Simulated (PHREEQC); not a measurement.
Make-up at 70 °C: 0.0088 mol H3BO3 per kg of water. Closed to the air; pH follows from the charge balance.

Computed with PHREEQC (ion-association model, phreeqc.dat).

No solid was allowed to form.

Estimate the pH, ionic strength.

pH 5.49; ionic strength 3.25e-6 mol/kgw.

Constants without temperature data keep their 25 °C values here.
